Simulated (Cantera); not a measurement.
## Adiabatic ignition

An adiabatic, constant-pressure homogeneous reactor starts with 14.2 % H2, 8.09 % O2, 77.7 % N2, equivalence ratio 0.88, at 975 K and 5.60 bar.

Cantera simulation using the H2/O2 subset of GRI-Mech 3.0, which has no nitrogen chemistry; the numbers are that mechanism's predictions, not measurements. The hydrogen kinetics of GRI-Mech 3.0 are dated; newer H2 mechanisms differ, most at raised pressure.

| t (s) | T (K) | x H2 | x O2 | x OH | x HO2 | x H |
|---|---|---|---|---|---|---|
| 1.00e-6 | 975 | 0.142 | 0.0809 | <1e-12 | 3.71e-11 | 1.05e-11 |
| 2.32e-6 | 975 | 0.142 | 0.0809 | <1e-12 | 1.01e-10 | 1.33e-11 |
| 5.37e-6 | 975 | 0.142 | 0.0809 | <1e-12 | 2.61e-10 | 1.43e-11 |
| 1.25e-5 | 975 | 0.142 | 0.0809 | <1e-12 | 6.36e-10 | 1.44e-11 |
| 2.89e-5 | 975 | 0.142 | 0.0809 | <1e-12 | 1.51e-9 | 1.47e-11 |
| 6.69e-5 | 975 | 0.142 | 0.0809 | <1e-12 | 3.53e-9 | 1.53e-11 |
| 0.000155 | 975 | 0.142 | 0.0809 | <1e-12 | 8.28e-9 | 1.67e-11 |
| 0.000360 | 975 | 0.142 | 0.0809 | <1e-12 | 1.96e-8 | 2.02e-11 |
| 0.000834 | 975 | 0.142 | 0.0809 | 1.54e-12 | 4.81e-8 | 3.05e-11 |
| 0.00193 | 975 | 0.142 | 0.0809 | 4.72e-12 | 1.36e-7 | 6.77e-11 |
| 0.00448 | 975 | 0.142 | 0.0809 | 2.74e-11 | 6.09e-7 | 3.00e-10 |
| 0.0104 | 975 | 0.142 | 0.0809 | 4.72e-10 | 5.14e-6 | 3.77e-9 |
| 0.0241 | 981 | 0.142 | 0.0804 | 1.28e-8 | 2.74e-5 | 7.43e-8 |
| 0.0558 | 2010 | 0.000199 | 0.0103 | 0.000814 | 5.85e-7 | 1.04e-5 |
| 0.129 | 2010 | 0.000199 | 0.0103 | 0.000814 | 5.85e-7 | 1.04e-5 |
| 0.300 | 2010 | 0.000199 | 0.0103 | 0.000814 | 5.85e-7 | 1.04e-5 |
x: mole fraction; the columns are a selection and need not sum to one.

| Quantity | Result |
|---|---|
| time of steepest temperature rise | 35.0 ms |
| temperature at 0.300 s | 2010 K |
| equilibrium temperature | 2010 K |
| x(H2) at 0.300 s | 0.000199 (gas-phase equilibrium 0.000199) |
| x(O2) at 0.300 s | 0.0103 (gas-phase equilibrium 0.0103) |
| x(OH) at 0.300 s | 0.000814 (gas-phase equilibrium 0.000814) |
